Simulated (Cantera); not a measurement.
A closed system holds: 1 mol CH3Cl, 0.038 mol HCl, at 57.0 Pa.

Cantera equilibrium calculation (NASA polynomials, part measured and part estimated; ideal gas, pure solids and liquids). Candidate condensed phases: C, C6H6, C7H8, C8H18; 91 gas species. Kinetics and transport are ignored.

Which condensed phases are stable at each of these points (T (°C)): 1400, 1500, 1600, 1700, 1800, 1900, 2000, 2100, 2200, 2300, 2400, 2500, 2600, 2700?


| T (°C) | condensed phases | C condensed (%) |
|---|---|---|
| 1400 | C(graphite) | 100.0 |
| 1500 | C(graphite) | 100.0 |
| 1600 | C(graphite) | 99.9 |
| 1700 | C(graphite) | 99.9 |
| 1800 | C(graphite) | 99.8 |
| 1900 | C(graphite) | 99.6 |
| 2000 | C(graphite) | 99.3 |
| 2100 | C(graphite) | 98.8 |
| 2200 | C(graphite) | 98.0 |
| 2300 | C(graphite) | 95.1 |
| 2400 | C(graphite) | 84.0 |
| 2500 | C(graphite) | 41.9 |
| 2600 | gas only | 0.0 |
| 2700 | gas only | 0.0 |

From 1400 °C to 2500 °C the condensed part is C(graphite). From 2600 °C to 2700 °C nothing is condensed.
